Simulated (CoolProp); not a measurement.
R134a along the isotherm 181.85 °C: density (kg/m³) from the reference equation and from simpler models built on Tc = 101.1 °C, pc = 40.59 bar, ω = 0.327; each cubic takes its own stable root.

Values from CoolProp's reference Helmholtz-energy equation of state, Tillner-Roth 1994.

| p (bar) | phase | reference | ideal gas | van der Waals | Soave-Redlich-Kwong |
|---|---|---|---|---|---|
| 27.1 | gas | 82.96 | 73.09 | ? | 82.15 |
| 54.1 | supercritical | 192.9 | 145.9 | 208.4 | 186.5 |
| 81.2 | supercritical | 339.7 | 219.0 | 390.2 | 313.0 |
| 108 | supercritical | 496.8 | 291.3 | 500.4 | 434.8 |
| 135 | supercritical | 619.1 | 364.1 | 560.3 | 531.9 |
| 162 | supercritical | 703.4 | 436.9 | 600.5 | 605.5 |
| 189 | supercritical | ? | 509.7 | 630.6 | 663.1 |
| 216 | supercritical | 811.5 | 582.6 | 654.8 | 709.9 |
| 244 | supercritical | 850.9 | 658.1 | 675.6 | 750.6 |
| 271 | supercritical | 882.6 | 730.9 | 692.7 | 784.1 |
| 298 | supercritical | 909.9 | 803.7 | ? | 813.5 |
| 325 | supercritical | 933.9 | 876.5 | 720.8 | ? |
| 352 | supercritical | 955.2 | 949.4 | 732.7 | 863.1 |
| 379 | supercritical | 974.5 | 1022 | 743.5 | ? |
| 406 | supercritical | 992.0 | 1095 | 753.3 | 903.8 |

Some entries are withheld; supply them.


- 27.1, van der Waals: 84.39
- 189, reference: 764.4
- 298, van der Waals: 707.6
- 325, Soave-Redlich-Kwong: 839.6
- 379, Soave-Redlich-Kwong: 884.3
